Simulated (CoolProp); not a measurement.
Computed with CoolProp (reference Helmholtz-energy equation of state, Thol 2017).

### Question
Give the vapour pressure (MPa), liquid density (kg/m³), vapour density (kg/m³), enthalpy of vaporisation (kJ/kg) of saturated octamethyltrisiloxane (MDM) at 3.05, 227.15 °C.

### Answer
```json
[
 {"T (°C)": "3.05", "p (MPa)": "0.000102", "liquid density (kg/m³)": "837", "vapour density (kg/m³)": "0.0106", "enthalpy of vaporisation (kJ/kg)": "213"},
 {"T (°C)": "227.15", "p (MPa)": "0.506", "liquid density (kg/m³)": "564", "vapour density (kg/m³)": "37.9", "enthalpy of vaporisation (kJ/kg)": "111"}
]
```
